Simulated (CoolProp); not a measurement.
Vapour-liquid equilibrium of R125 (1) + R227EA (2) at 0.694 MPa; x and y are mole fractions of (1).

Values from CoolProp's multi-fluid Helmholtz-energy mixture model, Lemmon 2005 and Lemmon 2016; pair parameters Bell 2016.

```csv
x,"bubble temperature, mixture model (K)","bubble temperature, Raoult's law (K)","y, mixture model","y, Raoult's law"
0.05,309.9,309.5,0.106,0.132
0.2,302.2,301.0,0.372,0.428
0.35,295.3,294.1,0.571,0.624
0.5,289.3,288.3,0.718,0.760
0.65,284.1,283.4,0.829,0.858
0.8,279.6,279.1,0.914,0.930
0.95,275.5,275.4,0.981,0.985
```

The largest gap from Raoult's law is +1.2 K in bubble temperature, at x = 0.35. No azeotrope shows between x = 0.05 and 0.95.

The pair parameters rest on a limited set of measurements; away from them the model extrapolates.
